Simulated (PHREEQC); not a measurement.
A solution holds 19 mmol/kgw MgSO4 and 0.29 mmol/kgw Ca(OH)2, at 25 °C. It is in equilibrium with CO2 at log p = -3.4 (atm). Otherwise closed; pH follows from the charge balance.

The numbers come from PHREEQC with the ion-association model, wateq4f.dat.

```json
{
  "pH": "7.86",
  "ionic_strength": "0.0473 mol/kgw",
  "total_alkalinity": "0.580 meq/kg"
}
```

```json
[
 {"species": "Mg+2", "molality": "0.0117", "activity": "0.00574", "log γ": "-0.309"},
 {"species": "SO4-2", "molality": "0.0116", "activity": "0.00546", "log γ": "-0.329"},
 {"species": "MgSO4", "molality": "0.00726", "activity": "0.00734", "log γ": "0.005"},
 {"species": "HCO3-", "molality": "0.000519", "activity": "0.000432", "log γ": "-0.080"},
 {"species": "Ca+2", "molality": "0.000191", "activity": "9.14e-5", "log γ": "-0.319"},
 {"species": "CaSO4", "molality": "9.85e-5", "activity": "9.96e-5", "log γ": "0.005"},
 {"species": "MgHCO3+", "molality": "3.54e-5", "activity": "2.90e-5", "log γ": "-0.086"},
 {"species": "CO2", "molality": "1.34e-5", "activity": "1.36e-5", "log γ": "0.005"},
 {"species": "MgCO3", "molality": "7.86e-6", "activity": "7.95e-6", "log γ": "0.005"},
 {"species": "CO3-2", "molality": "3.03e-6", "activity": "1.45e-6", "log γ": "-0.320"},
 {"species": "MgOH+", "molality": "1.78e-6", "activity": "1.49e-6", "log γ": "-0.076"},
 {"species": "OH-", "molality": "8.80e-7", "activity": "7.17e-7", "log γ": "-0.089"},
 {"species": "CaHCO3+", "molality": "6.02e-7", "activity": "5.04e-7", "log γ": "-0.078"},
 {"species": "CaCO3", "molality": "2.20e-7", "activity": "2.22e-7", "log γ": "0.005"},
 {"species": "H+", "molality": "1.63e-8", "activity": "1.39e-8", "log γ": "-0.068"}
]
```

This is a speciation only: nothing precipitates in the calculation. Species that the database lacks are ignored.
